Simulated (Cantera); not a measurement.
Input: 1 mol Ta₂O₅, 0.32 mol C, 0.12 mol CO, held at 1750 K and 0.0120 bar.

Method: chemical equilibrium by Gibbs-energy minimisation in Cantera with the NASA 1993 tables (ideal gas, pure condensed phases). Candidate condensed phases: C, Ta, TaC, Ta₂O₅; 15 gas species. Mutual solubility and eutectic melting of coexisting phases are not modelled. TaC: taken at fixed stoichiometry. Condensed phases not in the tables: Ta₂C. Kinetics and transport are ignored.

Base state: CO 0.999, CO₂ 0.000577 (mole fractions); condensed: TaC(s) + Ta₂O₅(s).

Problem. What changes in the equilibrium state with this change: Ta₂O₅ replaced by PbO?

Solution. 
| species | before | after |
|---|---|---|
| Pb | 0 | 0.528 |
| CO₂ | 0.000577 | 0.299 |
| PbO | 0 | 0.164 |
| CO | 0.999 | 0.00548 |
| O₂ | <1e-9 | 0.00362 |
| O | <1e-9 | 4.11e-5 |
| TaC(s), mol | 0.0915 | 0 |
| Ta₂O₅(s), mol | 0.954 | 0 |
Gases not in the tables: (PbO)n polymers. Further candidate phases: Pb, PbO, PbO₂, Pb₃O₄.

Problem. What changes in the equilibrium state with this change: temperature from 1750 K to 850 K?

Solution. 
| species | before | after |
|---|---|---|
| CO | 0.999 | 0.824 |
| CO₂ | 0.000577 | 0.176 |
| TaC(s), mol | 0.0915 | 0 |
| Ta₂O₅(s), mol | 0.954 | 1.00 |
| C(graphite), mol | 0 | 0.338 |

Problem. What changes in the equilibrium state with this change: 0.094 mol CH₄ added?

Solution. 
| species | before | after |
|---|---|---|
| CO | 0.999 | 0.688 |
| H₂ | 0 | 0.310 |
| H | 0 | 0.00118 |
| H₂O | 0 | 0.000583 |
| CO₂ | 0.000577 | 0.000357 |
| TaC(s), mol | 0.0915 | 0.118 |
| Ta₂O₅(s), mol | 0.954 | 0.941 |
Further candidate phases: C₆H₆, C₇H₈, C₈H₁₈, H₂O.
